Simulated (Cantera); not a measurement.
Feed: 1 mol Si, 1.8 mol Cl2, 13 mol H2, held at 550 °C and 0.600 bar.

Cantera equilibrium calculation (NASA polynomials, part measured and part estimated; ideal gas, pure solids and liquids). Candidate condensed phases: Si; 19 gas species. The tables' values for SiCl3 are old estimates; treat these amounts as uncertain. Rates play no part.

Base state: H2 0.926, SiCl4 0.0433, SiHCl3 0.0277, HCl 0.00175, SiH2Cl2 0.00149, SiCl3 4.04e-5, SiH3Cl 1.87e-5 (mole fractions); condensed: gas only.

Q: What changes in the equilibrium state with this change: temperature from 550 °C to 375 °C?

A: 
```
species   before     after
-------  -------  --------
H2         0.926     0.927
SiCl4     0.0433    0.0443
SiHCl3    0.0277    0.0272
HCl      0.00175  0.000119
SiCl3    4.04e-5   5.73e-7
SiH3Cl   1.87e-5   6.96e-6
SiH2Cl2  0.00149  0.000961
```
